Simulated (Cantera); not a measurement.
Adiabatic ignition

An adiabatic, constant-pressure homogeneous reactor starts with 8.81 % CH3OH, 8.27 % O2, 82.7 % N2, 0.238 % CO2, at 1323 K and 0.480 bar.

Detailed kinetics in Cantera: GRI-Mech 3.0 (53 species, 325 reactions). GRI-Mech 3.0 was tuned for natural gas; its chemistry of methanol as a main component is partial and can be far from experiment.

| t (s) | T (K) | x CH3OH | x O2 | x CH3 | x C2H | x HCN | x O | x CH2O |
|---|---|---|---|---|---|---|---|---|
| 2.00e-6 | 1323 | 0.0881 | 0.0827 | 4.34e-8 | <1e-12 | <1e-12 | 9.73e-10 | 9.20e-8 |
| 6.07e-6 | 1323 | 0.0881 | 0.0827 | 1.27e-7 | <1e-12 | <1e-12 | 1.06e-9 | 4.57e-7 |
| 1.84e-5 | 1323 | 0.0881 | 0.0827 | 3.48e-7 | <1e-12 | <1e-12 | 1.08e-9 | 1.64e-6 |
| 5.58e-5 | 1323 | 0.0881 | 0.0827 | 7.82e-7 | <1e-12 | <1e-12 | 1.12e-9 | 5.59e-6 |
| 0.000169 | 1323 | 0.0881 | 0.0827 | 1.12e-6 | <1e-12 | <1e-12 | 1.20e-9 | 1.96e-5 |
| 0.000514 | 1323 | 0.0880 | 0.0826 | 9.49e-7 | <1e-12 | <1e-12 | 1.50e-9 | 7.81e-5 |
| 0.00156 | 1324 | 0.0874 | 0.0823 | 5.99e-7 | <1e-12 | <1e-12 | 4.37e-9 | 0.000651 |
| 0.00473 | 1982 | <1e-12 | 0.00130 | <1e-12 | <1e-12 | 6.68e-12 | 0.00103 | 2.81e-10 |
| 0.0143 | 2102 | <1e-12 | 4.74e-5 | <1e-12 | <1e-12 | 1.87e-10 | 3.57e-5 | 3.67e-10 |
| 0.0435 | 2114 | <1e-12 | 9.98e-6 | <1e-12 | <1e-12 | 1.29e-9 | 7.57e-6 | 3.87e-10 |
| 0.132 | 2114 | <1e-12 | 8.62e-6 | <1e-12 | <1e-12 | 1.76e-9 | 6.55e-6 | 3.88e-10 |
| 0.400 | 2114 | <1e-12 | 8.61e-6 | <1e-12 | <1e-12 | 2.18e-9 | 6.54e-6 | 3.88e-10 |
x: mole fraction; the columns are a selection and need not sum to one.

```json
{
 "time_of_steepest_temperature_rise": "3.70 ms",
 "temperature at 0.400 s": "2114 K",
 "equilibrium_temperature": "2114 K",
 "x(CH3OH) at 0.400 s": "<1e-12 (gas-phase equilibrium <1e-12)",
 "x(O2) at 0.400 s": "8.61e-6 (gas-phase equilibrium 8.59e-6)",
 "x(CH3) at 0.400 s": "<1e-12 (gas-phase equilibrium <1e-12)"
}
```
